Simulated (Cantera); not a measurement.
A perfectly stirred reactor is fed with CH₄ : H₂O = 1 : 1.3 (molar parts), at 9.87 atm; it is held at 1548 K, and followed from long to short residence time.

Model: GRI-Mech 3.0 (53 species, 325 reactions), integrated in Cantera.

**Question.** What does this change do: CH4 1 to 0.19 parts?

**Answer.** 
| quantity | before | after |
|---|---|---|
| x(CH₄) at τ = 2.00 s | 0.177 | 0.0414 |
| x(H₂O) at τ = 2.00 s | 0.328 | 0.675 |
| x(H₂) at τ = 2.00 s | 0.373 | 0.220 |
| x(CO₂) at τ = 2.00 s | 0.0204 | 0.0297 |
| x(C₂H₄) at τ = 2.00 s | 0.0140 | 0.00171 |
| x(CH₄) at τ = 16.0 ms | 0.327 | 0.100 |
| x(H₂O) at τ = 16.0 ms | 0.525 | 0.849 |
| x(H₂) at τ = 16.0 ms | 0.108 | 0.0377 |
| x(CO₂) at τ = 16.0 ms | 0.000206 | 0.000606 |
| x(C₂H₄) at τ = 16.0 ms | 0.0100 | 0.00190 |

**Question.** What does this change do: CH4 1 to 0.44 parts?

**Answer.** 
| quantity | before | after |
|---|---|---|
| x(CH₄) at τ = 2.00 s | 0.177 | 0.0955 |
| x(H₂O) at τ = 2.00 s | 0.328 | 0.502 |
| x(H₂) at τ = 2.00 s | 0.373 | 0.307 |
| x(CO₂) at τ = 2.00 s | 0.0204 | 0.0285 |
| x(C₂H₄) at τ = 2.00 s | 0.0140 | 0.00564 |
| x(CH₄) at τ = 16.0 ms | 0.327 | 0.195 |
| x(H₂O) at τ = 16.0 ms | 0.525 | 0.712 |
| x(H₂) at τ = 16.0 ms | 0.108 | 0.0685 |
| x(CO₂) at τ = 16.0 ms | 0.000206 | 0.000416 |
| x(C₂H₄) at τ = 16.0 ms | 0.0100 | 0.00483 |
